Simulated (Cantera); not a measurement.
Gas mixture: N2 : N2O : O2 = 0.43 : 0.91 : 0.64 (molar parts), at 10.0 bar, frozen composition.

Cantera's kinetic-theory transport with the Lennard-Jones parameters of GRI-Mech 3.0, ideal gas; thermal conductivity in the mixture-averaged form. The composition is frozen, though it would react at the higher temperatures.

One state of this run: ρ (kg/m³) = 4.90; cp (J/kg/K) = 1170; μ (µPa s) = 39.6; λ (mW/m/K) = 63.8; Pr = 0.728; D (cm²/s) NO = 0.121; D (cm²/s) H = 0.773; D (cm²/s) CO2 = 0.0963. D: mixture-averaged diffusion coefficient of that species in the mixture.

Question: Which value of T (K) does it belong to?
A) 400
B) 500
C) 900
D) 600

Answer: C, 900
